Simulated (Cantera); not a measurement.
**Moist CO burnout**

An isothermal, constant-pressure homogeneous reactor starts with CO : O2 : H2O : N2 = 0.0047 : 0.01 : 0.015 : 1 (molar parts), equivalence ratio 0.24, at 1425 K and 1.01 bar.

Cantera simulation using GRI-Mech 3.0 (53 species, 325 reactions); the numbers are that mechanism's predictions, not measurements.

```tsv
t (s)	x CO	x O2	x H2O	x N2O	x H2	x NO	x H
6.00e-6	0.00456	0.00971	0.0146	<1e-12	<1e-12	<1e-12	2.08e-12
3.30e-5	0.00456	0.00971	0.0146	<1e-12	7.43e-12	<1e-12	6.75e-11
0.000181	0.00456	0.00971	0.0146	<1e-12	1.26e-9	<1e-12	2.08e-9
0.000996	0.00455	0.00970	0.0146	6.04e-10	2.00e-6	2.82e-12	1.49e-6
0.00548	0.000282	0.00755	0.0144	3.17e-7	0.000104	4.34e-7	5.82e-5
0.0301	7.01e-6	0.00744	0.0146	4.22e-7	3.43e-6	4.95e-7	3.58e-7
0.165	2.87e-7	0.00744	0.0146	1.34e-7	2.99e-7	5.03e-7	9.83e-9
0.910	8.12e-8	0.00744	0.0146	1.27e-8	1.13e-7	5.04e-7	2.33e-9
5.00	7.94e-8	0.00744	0.0146	1.23e-8	1.11e-7	5.07e-7	2.28e-9
```
x: mole fraction; the columns are a selection and need not sum to one.

Equilibrium at this temperature and pressure: CO 7.99e-8, O2 0.00736, H2O 0.0146, N2O 1.22e-8, H2 1.12e-7, NO 0.000174, H 2.28e-9 (gas phase only).
